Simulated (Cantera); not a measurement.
An adiabatic, constant-pressure homogeneous reactor starts with CH₄ : O₂ : N₂ = 1 : 1.54 : 5.78 (molar parts), at 1725 K and 1.00 bar. Integrator tolerance rtol = 1e-08.

Detailed kinetics in Cantera: GRI-Mech 3.0 (53 species, 325 reactions).

What does this change do: N2 5.78 to 12 parts?


| quantity | before | after |
|---|---|---|
| time of steepest temperature rise | 0.192 ms | 0.320 ms |
| temperature at 7.00 s | 2835 K | 2576 K |
| equilibrium temperature | 2835 K | 2576 K |
| x(CH₄) at 7.00 s | <1e-12 (gas-phase equilibrium <1e-12) | <1e-12 (gas-phase equilibrium <1e-12) |
| x(O₂) at 7.00 s | 0.00630 (gas-phase equilibrium 0.00630) | 0.00120 (gas-phase equilibrium 0.00120) |
| x(H₂O₂) at 7.00 s | 1.61e-7 (gas-phase equilibrium 1.61e-7) | 2.91e-8 (gas-phase equilibrium 2.91e-8) |
| x(N₂O) at 7.00 s | 3.02e-7 (gas-phase equilibrium 3.02e-7) | 1.11e-7 (gas-phase equilibrium 1.11e-7) |
| x(OH) at 7.00 s | 0.0187 (gas-phase equilibrium 0.0187) | 0.00507 (gas-phase equilibrium 0.00507) |

What does this change do: 0.11 parts H2 added?


| quantity | before | after |
|---|---|---|
| time of steepest temperature rise | 0.192 ms | 0.151 ms |
| temperature at 7.00 s | 2835 K | 2836 K |
| equilibrium temperature | 2835 K | 2836 K |
| x(CH₄) at 7.00 s | <1e-12 (gas-phase equilibrium <1e-12) | <1e-12 (gas-phase equilibrium <1e-12) |
| x(O₂) at 7.00 s | 0.00630 (gas-phase equilibrium 0.00630) | 0.00529 (gas-phase equilibrium 0.00529) |
| x(H₂O₂) at 7.00 s | 1.61e-7 (gas-phase equilibrium 1.61e-7) | 1.51e-7 (gas-phase equilibrium 1.51e-7) |
| x(N₂O) at 7.00 s | 3.02e-7 (gas-phase equilibrium 3.02e-7) | 2.75e-7 (gas-phase equilibrium 2.75e-7) |
| x(OH) at 7.00 s | 0.0187 (gas-phase equilibrium 0.0187) | 0.0182 (gas-phase equilibrium 0.0182) |
